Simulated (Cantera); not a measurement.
Input: 1 mol Cu2O, 100 mol H2, 0.34 mol H2O, at 1 atm.

Method: chemical equilibrium by Gibbs-energy minimisation in Cantera with the NASA 1993 tables (ideal gas, pure condensed phases). Candidate condensed phases: Cu, CuO, Cu(OH)2, Cu2O, H2O; 12 gas species. Equilibrium is a limit: real reactors are often held back by kinetics, nucleation or transport.

Problem. At 2075 K, list the 5 most abundant gas species with their mole fractions, and the condensed phases.

Solution. H2 0.976, H2O 0.0132, Cu 0.00831, H 0.00261, Cu2 4.39e-5. Condensed: Cu(l).
